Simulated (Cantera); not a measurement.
A closed system holds: 1 mol FeS₂, 370 mol H₂, 15 mol N₂, equilibrated at 0.000870 bar.

Method: chemical equilibrium by Gibbs-energy minimisation in Cantera with the NASA 1993 tables (ideal gas, pure condensed phases). Candidate condensed phases: Fe, FeS, FeS₂, S; 16 gas species. Equilibrium is a limit: real reactors are often held back by kinetics, nucleation or transport.

Question: Which condensed phases are stable at each of these points (T (K)): 1373, 1423, 1473, 1523, 1573, 1623, 1673, 1723, 1773, 1823?

Answer: 
```
T (K)  condensed phases  Fe condensed (%)
-----  ----------------  ----------------
1373              Fe(γ)              99.7
1423              Fe(γ)              98.8
1473              Fe(γ)              96.3
1523              Fe(γ)              89.2
1573              Fe(γ)              70.8
1623              Fe(γ)              25.7
1673           gas only               0.0
1723           gas only               0.0
1773           gas only               0.0
1823           gas only               0.0
```

From 1373 K to 1623 K the condensed part is Fe(γ). From 1673 K to 1823 K nothing is condensed.
